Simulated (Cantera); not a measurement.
**Transport properties of process gases**

Gas mixture: 29.6 % CH4, 9.26 % H2O, 61.1 % CH3OH, at 101000 Pa, frozen composition.

Cantera's kinetic-theory transport with the Lennard-Jones parameters of GRI-Mech 3.0, ideal gas; thermal conductivity in the mixture-averaged form. Polar gases are described roughly by these parameters. The composition is frozen, though it would react at the higher temperatures.

| T (K) | ρ (kg/m³) | cp (J/kg/K) | μ (µPa s) | λ (mW/m/K) | Pr | D (cm²/s) H | D (cm²/s) CH4 | D (cm²/s) H2 |
|---|---|---|---|---|---|---|---|---|
| 400 | 0.792 | 1792 | 13.6 | 34.5 | 0.705 | 1.70 | 0.293 | 1.13 |
| 500 | 0.634 | 2054 | 16.8 | 48.7 | 0.710 | 2.56 | 0.446 | 1.66 |
| 600 | 0.528 | 2313 | 19.9 | 64.3 | 0.717 | 3.57 | 0.624 | 2.27 |
| 700 | 0.453 | 2544 | 22.9 | 80.7 | 0.722 | 4.69 | 0.824 | 2.95 |
| 800 | 0.396 | 2743 | 25.8 | 97.5 | 0.724 | 5.94 | 1.05 | 3.70 |
| 900 | 0.352 | 2917 | 28.5 | 114 | 0.725 | 7.29 | 1.29 | 4.51 |
| 1000 | 0.317 | 3093 | 31.0 | 131 | 0.731 | 8.74 | 1.55 | 5.38 |
| 1100 | 0.288 | 3237 | 33.5 | 148 | 0.732 | 10.3 | 1.82 | 6.32 |
D: mixture-averaged diffusion coefficient of that species in the mixture.
